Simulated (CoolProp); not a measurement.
Dry air along the isotherm 71.1 K: density (kg/m³) from the reference equation and from simpler models built on Tc = 132.5 K, pc = 37.86 bar, ω = 0.034; each cubic takes its own stable root.

Values from CoolProp's reference Helmholtz-energy equation of state, Lemmon 2000. It is a pseudo-pure fit of the blend.

| p (bar) | phase | reference |
|---|---|---|
| 3.55 | liquid | 910.5 |
| 7.1 | liquid | 911.2 |
| 10.6 | liquid | 911.9 |
| 14.2 | liquid | 912.6 |
| 17.7 | liquid | 913.3 |
| 21.3 | liquid | 914.0 |
| 24.8 | liquid | 914.6 |
| 28.4 | liquid | 915.3 |
| 31.9 | liquid | 916.0 |
| 35.5 | liquid | 916.7 |
| 39 | liquid | 917.3 |
| 42.6 | liquid | 918.0 |
| 46.1 | liquid | 918.6 |
| 49.7 | liquid | 919.3 |
| 53.2 | liquid | 919.9 |
| 56.8 | liquid | 920.6 |

Q: How far does each simpler model (van der Waals, Redlich-Kwong, Soave-Redlich-Kwong, Peng-Robinson) lie from the reference over these 16 states: mean and median of the absolute difference, and the worst?

A: 
- van der Waals: mean 29.3 %, median 29.3 %, worst -29.8 % at 71.1 K and 3.55 bar
- Redlich-Kwong: mean 4.0 %, median 4.0 %, worst +4.0 % at 71.1 K and 10.6 bar
- Soave-Redlich-Kwong: mean 2.9 %, median 2.9 %, worst +3.0 % at 71.1 K and 56.8 bar
- Peng-Robinson: mean 15.9 %, median 15.9 %, worst +15.9 % at 71.1 K and 3.55 bar
